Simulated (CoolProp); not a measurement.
R1224YDZ along the isotherm 473.1 K: fugacity coefficient from the reference equation and from simpler models built on Tc = 428.7 K, pc = 33.34 bar, ω = 0.325; each cubic takes its own stable root.

The numbers come from the reference Helmholtz-energy equation of state, Akasaka 2023 in CoolProp.

| p (bar) | phase | reference | van der Waals | Redlich-Kwong | Soave-Redlich-Kwong | Peng-Robinson |
|---|---|---|---|---|---|---|
| 25.6 | gas | 0.8206 | 0.8234 | 0.8123 | 0.8252 | 0.8048 |
| 51.3 | supercritical | 0.6569 | 0.6402 | 0.6367 | 0.6658 | 0.6366 |
| 76.9 | supercritical | 0.5222 | 0.5140 | 0.5087 | 0.5452 | 0.5144 |
| 103 | supercritical | 0.4427 | 0.4504 | 0.4373 | 0.4737 | ? |
| 128 | supercritical | 0.3977 | 0.4179 | ? | ? | 0.3988 |
| 154 | supercritical | 0.3682 | 0.3999 | 0.3711 | 0.4063 | 0.3703 |
| 180 | supercritical | 0.3493 | 0.3919 | 0.3548 | 0.3899 | 0.3516 |
| 205 | supercritical | 0.3376 | 0.3907 | ? | 0.3805 | 0.3398 |
| 231 | supercritical | 0.3302 | 0.3944 | 0.3398 | 0.3754 | 0.3319 |
| 256 | supercritical | 0.3265 | 0.4019 | 0.3378 | 0.3740 | 0.3275 |
| 282 | supercritical | 0.3254 | 0.4131 | 0.3384 | 0.3753 | 0.3255 |
| 308 | supercritical | 0.3265 | 0.4275 | 0.3411 | 0.3790 | 0.3256 |
| 333 | supercritical | 0.3294 | 0.4440 | 0.3455 | 0.3845 | 0.3274 |

**Question.** Fill in the missing entries.

**Answer.** 
- 103, Peng-Robinson: 0.4414
- 128, Redlich-Kwong: 0.3971
- 128, Soave-Redlich-Kwong: 0.4328
- 205, Redlich-Kwong: 0.3453
